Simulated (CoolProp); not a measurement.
Vapour-liquid equilibrium of n-pentane (1) + toluene (2) at 4.57 kPa; x and y are mole fractions of (1).

Model: multi-fluid Helmholtz-energy mixture model, Thol 2019 and Lemmon 2006; pair parameters Bell 2016, in CoolProp.

### Question
Give the bubble temperature and the first vapour's composition at x = 0.5, 0.725, 0.95. Is there an azeotrope?

### Answer
x = 0.5: -23.3 °C, y = 0.977; x = 0.725: -27.5 °C, y = 0.989; x = 0.95: -31.0 °C, y = 0.998. No azeotrope shows between x = 0.05 and 0.95.

The pair parameters rest on a limited set of measurements; away from them the model extrapolates.
